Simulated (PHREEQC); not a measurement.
# Polishing slurry liquid with single salt, acid or base: speciation

Solution A (2.7 mmol/kgw HNO3 and 0.23 mmol/kgw Al(NO3)3) is mixed with solution B (0.0047 mol/kgw BaCl2) at 90 °C; shares are by mass of water, 1 kg in all. Oxygen alone is held at its pressure in air (log pO2 = -0.68). The system is closed to CO2. Only these solids could form: Al(OH)3(a).

The series has 21 steps of share of solution B, from 0 to 1.

The numbers come from PHREEQC with the ion-association model, phreeqc.dat.

### Question
Between which two steps does the pH jump most, and from what to what?

### Answer
Between share of solution B = 0.95 and 1: from 3.87 to 6.20.

Species that the database lacks are ignored. Away from 25 °C the constants follow the database's enthalpies or fits; those with neither stay at their 25 °C values.
